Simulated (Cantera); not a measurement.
Source: NASA polynomial tables (part measured, part estimated), evaluated in Cantera. Values are per mole of reaction as written; species without (g) are pure solids or liquids, kept so even where they would boil at 1 bar.

2 CH3(g) + NiS2 → NiS + C2H4(g) + H2S(g), with ΔH° = -218.3 kJ and ΔS° = 18.0 J/K at 300 K.

**Question.** How far is the shortcut ΔG° ≈ ΔH°(300 K) − T·ΔS°(300 K) from the full temperature-dependent value at 898, 998, 1098, 1198, 1298, 1398, 1498, 1598, 1698, 1798 K?

**Answer.** 
| T (K) | shortcut (kJ) | full (kJ) | difference (kJ) | difference in log10 K | condensed phases |
|---|---|---|---|---|---|
| 898 | -234.5 | -231.0 | -3.4 | 0.20 | NiS2(s), NiS(s) |
| 998 | -236.2 | -232.4 | -3.8 | 0.20 | NiS2(s), NiS(s) |
| 1098 | -238.0 | -233.9 | -4.2 | 0.20 | NiS2(s), NiS(s) |
| 1198 | -239.8 | -235.3 | -4.5 | 0.20 | NiS2(s), NiS(s) |
| 1298 | -241.6 | -237.0 | -4.6 | 0.19 | NiS2(l), NiS(l) |
| 1398 | -243.4 | -235.8 | -7.6 | 0.29 | NiS2(l), NiS(l) |
| 1498 | -245.2 | -234.7 | -10.6 | 0.37 | NiS2(l), NiS(l) |
| 1598 | -247.0 | -233.6 | -13.4 | 0.44 | NiS2(l), NiS(l) |
| 1698 | -248.8 | -232.6 | -16.2 | 0.50 | NiS2(l), NiS(l) |
| 1798 | -250.6 | -231.7 | -18.9 | 0.55 | NiS2(l), NiS(l) |
The shortcut ignores heat capacities and the phase changes listed.
